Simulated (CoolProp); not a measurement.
Ammonia along the isotherm 51.25 °C: fugacity coefficient from the reference equation and from simpler models built on Tc = 132.4 °C, pc = 11.36 MPa, ω = 0.256; each cubic takes its own stable root.

Computed with CoolProp (reference Helmholtz-energy equation of state, Gao 2020).

```json
[
 {"p (MPa)": "0.0898", "phase": "gas", "reference": "0.9934"},
 {"p (MPa)": "0.132", "phase": "gas", "reference": "0.9902"},
 {"p (MPa)": "0.194", "phase": "gas", "reference": "0.9856"},
 {"p (MPa)": "0.284", "phase": "gas", "reference": "0.9790"},
 {"p (MPa)": "0.417", "phase": "gas", "reference": "0.9692"},
 {"p (MPa)": "0.612", "phase": "gas", "reference": "0.9548"},
 {"p (MPa)": "0.898", "phase": "gas", "reference": "0.9336"},
 {"p (MPa)": "1.32", "phase": "gas", "reference": "0.9024"},
 {"p (MPa)": "1.94", "phase": "gas", "reference": "0.8563"},
 {"p (MPa)": "2.84", "phase": "liquid", "reference": "0.6295"},
 {"p (MPa)": "4.17", "phase": "liquid", "reference": "0.4352"},
 {"p (MPa)": "6.12", "phase": "liquid", "reference": "0.3030"},
 {"p (MPa)": "8.98", "phase": "liquid", "reference": "0.2132"},
 {"p (MPa)": "13.2", "phase": "liquid", "reference": "0.1519"},
 {"p (MPa)": "19.4", "phase": "liquid", "reference": "0.1106"},
 {"p (MPa)": "28.4", "phase": "liquid", "reference": "0.08326"}
]
```

Task: How far does each simpler model (van der Waals, Peng-Robinson) lie from the reference over these 16 states: mean and median of the absolute difference, and the worst?

Result: 
- van der Waals: mean 44.7 %, median 5.6 %, worst +139.9 % at 51.25 °C and 28.4 MPa
- Peng-Robinson: mean 2.2 %, median 1.9 %, worst +6.4 % at 51.25 °C and 28.4 MPa

At some of these states van der Waals gives the other phase, because its saturation line lies elsewhere.
